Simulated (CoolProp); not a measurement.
Computed with CoolProp (reference Helmholtz-energy equation of state, Thol 2017).

Give the vapour pressure (MPa), liquid density (kg/m³), enthalpy of vaporisation (kJ/kg), vapour Z of saturated octamethyltrisiloxane (MDM) at 444.4 K.


| T (K) | p (MPa) | liquid density (kg/m³) | enthalpy of vaporisation (kJ/kg) | vapour Z |
|---|---|---|---|---|
| 444.4 | 0.161 | 651 | 144 | 0.896 |
